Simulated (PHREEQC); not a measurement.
Consider water at 20 °C with 0.012 mol/kgw ZnSO4, 4.6e-06 mol/kgw Na2SO4 and 0.0096 mol/kgw MnSO4. Closed to the air; pH follows from the charge balance.

All values are PHREEQC results (ion-association model, phreeqc.dat), not measurements.

The pH comes out as 5.88, the ionic strength is 0.0551 mol/kgw and the specific conductance comes out as 2390 µS/cm. The density is 1.002 g/cm³.

```csv
species,molality,activity,log γ
SO4-2,0.0133,0.00600,-0.345
Zn+2,0.00716,0.00325,-0.343
Mn+2,0.00661,0.00313,-0.325
ZnSO4,0.00434,0.00439,0.006
MnSO4,0.00299,0.00303,0.006
Zn(SO4)2-2,0.000500,0.000223,-0.351
```

No solid was allowed to form. Species that the database lacks are ignored.
